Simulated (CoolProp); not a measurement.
Aqueous ethylene glycol as a coolant, 37 % by mass, freezing at -20.7 °C, 1 atm.

The numbers come from the Melinder's fits for secondary coolants in CoolProp.

```tsv
T (°C)	viscosity (mPa s)	Prandtl number	conductivity (W/(m K))	density (kg/m³)
-15.3	10.6	89.0	0.408	1061
-9	7.82	65.6	0.413	1059
-2.6	5.91	49.3	0.418	1057
3.7	4.58	38.1	0.423	1055
10	3.63	30.0	0.429	1052
16.4	2.92	24.0	0.434	1049
22.7	2.40	19.6	0.439	1047
29.1	2.00	16.3	0.444	1043
35.4	1.70	13.7	0.449	1040
```
